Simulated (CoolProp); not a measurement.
Aqueous lithium chloride as a coolant, 6 % by mass, freezing at -6.3 °C, 1 atm.

Computed with CoolProp (Melinder's fits for secondary coolants).

```
T (°C)  viscosity (mPa s)  cp (kJ/(kg K))  conductivity (W/(m K))  Prandtl number
------  -----------------  --------------  ----------------------  --------------
-4.1                 2.42           3.857                   0.543            17.2
1.4                  2.02           3.857                   0.552            14.1
7                    1.71           3.858                   0.562            11.7
12.6                 1.47           3.860                   0.571            9.94
18.1                 1.28           3.863                   0.580            8.55
23.7                 1.13           3.866                   0.589            7.41
29.3                 1.00           3.870                   0.598            6.48
34.8                0.894           3.874                   0.606            5.71
```
